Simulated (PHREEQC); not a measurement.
## Ultrapure water in contact with air or piping (model solution)

Synthetic water in mg/L, 25 °C, pH 6.82, pe 2.3:

```tsv
constituent	mg/L
Na	0.0191
K	0.00104
Ca	0.00451
Mg	0.00457
Cl	0.00554
S(6) as SO4	0.0117
Alkalinity as HCO3	0.0633
Sr	1.32e-05
Si as SiO2	0.000942
Li	0.000194
```

Cl is adjusted to close the charge balance.
Valence states are taken as typed.

Equilibrium calculation in PHREEQC: ion-association model, phreeqc.dat.

Each row changes one thing in this solution. This is a speciation only: nothing precipitates in the calculation.

| case | HCO3- (mol/kgw) | CO2 (mol/kgw) | CO3-2 (mol/kgw) | H3SiO4- (mol/kgw) | SI of Quartz (SiO2) |
|---|---|---|---|---|---|
| as made | 1.12e-6 | 3.81e-7 | 3.49e-10 | 1.53e-11 | -3.82 |
| pH from 6.82 to 7.32 at the same alkalinity | 8.72e-7 | 9.36e-8 | 8.58e-10 | 4.82e-11 | -3.83 |
| Mg from 0.00457 to 0.00914 mg/L | 1.12e-6 | 3.81e-7 | 3.49e-10 | 1.53e-11 | -3.82 |
| all concentrations times 2 at the same typed pH | 2.17e-6 | 7.35e-7 | 6.75e-10 | 3.05e-11 | -3.52 |

Species that the database lacks are ignored.
